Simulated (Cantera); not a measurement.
Input: 1 mol SiCl4, 0.86 mol Cl2, 19 mol H2, equilibrated at 350 °C and 160000 Pa.

Method: chemical equilibrium by Gibbs-energy minimisation in Cantera with the NASA 1993 tables (ideal gas, pure condensed phases). Candidate condensed phases: Si; 19 gas species. The numbers say what is thermodynamically allowed, not how fast it happens.

Base state: H2 0.870, HCl 0.0825, SiCl4 0.0479, SiHCl3 2.34e-5 (mole fractions); condensed: gas only.

Task: What changes in the equilibrium state with this change: temperature from 350 °C to 1300 °C?

Result: 
```csv
species,before,after
H2,0.870,0.808
HCl,0.0825,0.145
SiCl2,<1e-9,0.0253
SiCl4,0.0479,0.00708
SiCl3,<1e-9,0.00826
SiH2Cl2,<1e-9,0.000633
H,<1e-9,2.89e-5
SiH3Cl,<1e-9,2.29e-5
```
The tables' values for SiCl3 are old estimates; treat these amounts as uncertain.

Task: What changes in the equilibrium state with this change: Cl2 from 0.86 to 2.7 mol?

Result: 
```tsv
species	before	after
H2	0.870	0.718
HCl	0.0825	0.238
SiCl4	0.0479	0.0440
SiHCl3	2.34e-5	6.15e-6
```

Task: What changes in the equilibrium state with this change: SiCl4 replaced by Si?

Result: 
| species | before | after |
|---|---|---|
| H2 | 0.870 | 0.974 |
| SiHCl3 | 2.34e-5 | 0.0144 |
| SiCl4 | 0.0479 | 0.0109 |
| HCl | 0.0825 | 3.39e-5 |
| SiH2Cl2 | <1e-9 | 0.00103 |
| SiH3Cl | <1e-9 | 1.48e-5 |
| Si(s), mol | 0 | 0.490 |
